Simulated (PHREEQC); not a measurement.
A solution holds 0.00118 mol MnSO4, 0.04 mol CaCl2 and 0.00038 mol H2SO4 per kg of water, at 25 °C. Closed to the air; pH follows from the charge balance.

Model: ion-association model, wateq4f.dat, run in PHREEQC.

This is a speciation only: nothing precipitates in the calculation.

Question: Estimate the pH.

Answer: pH 3.22.

Question: In which forms is S present?

Answer: SO4-2 49 %, CaSO4 48 %, HSO4- 1.3 %, MnSO4 1.2 % of the S.
